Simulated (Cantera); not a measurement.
An adiabatic, constant-volume homogeneous reactor starts with CH4 : H2 : O2 : N2 = 1 : 0.1 : 5.39 : 20.3 (molar parts), equivalence ratio 0.38, at 1475 K and 1.00 bar. Integrator tolerance rtol = 1e-08.

Cantera simulation using GRI-Mech 3.0 (53 species, 325 reactions); the numbers are that mechanism's predictions, not measurements.

### Question
What does this change do: O2 5.39 to 3.4 parts?

### Answer
| quantity | before | after |
|---|---|---|
| time of steepest temperature rise | 0.677 ms | 1.08 ms |
| temperature at 0.200 s | 2395 K | 2459 K |
| equilibrium temperature | 2395 K | 2459 K |
| x(CH4) at 0.200 s | <1e-12 (gas-phase equilibrium <1e-12) | <1e-12 (gas-phase equilibrium <1e-12) |
| x(H2) at 0.200 s | 0.000601 (gas-phase equilibrium 0.000601) | 0.00135 (gas-phase equilibrium 0.00135) |
| x(O2) at 0.200 s | 0.116 (gas-phase equilibrium 0.116) | 0.0489 (gas-phase equilibrium 0.0489) |
| x(O) at 0.200 s | 0.00227 (gas-phase equilibrium 0.00227) | 0.00203 (gas-phase equilibrium 0.00203) |
| x(CH2CO) at 0.200 s | <1e-12 (gas-phase equilibrium <1e-12) | <1e-12 (gas-phase equilibrium <1e-12) |
| x(CO) at 0.200 s | 0.00170 (gas-phase equilibrium 0.00170) | 0.00377 (gas-phase equilibrium 0.00377) |
